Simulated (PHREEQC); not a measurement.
## Acid rinse or clean

Make-up at 20 °C: 0.25 mol H2SO4 and 0.033 mol CaCl2 per kg of water. Closed to the air; pH follows from the charge balance.

Computed with PHREEQC (ion-association model, wateq4f.dat).

```yaml
pH: 0.65
ionic_strength: 0.378 mol/kgw
activity_of_water: 0.989
total_alkalinity: -500 meq/kg
```

```tsv
species	molality	activity	log γ
H+	0.287	0.222	-0.111
HSO4-	0.203	0.139	-0.163
Cl-	0.0660	0.0439	-0.177
SO4-2	0.0309	0.00717	-0.635
Ca+2	0.0167	0.00462	-0.557
CaHSO4+	0.0106	0.00773	-0.135
CaSO4	0.00578	0.00630	0.038
```

Precipitation was switched off in this run. The solution is supersaturated, for example in Gypsum, so a real one may precipitate; this is no full list. Complexes and solids missing from the database can't appear.
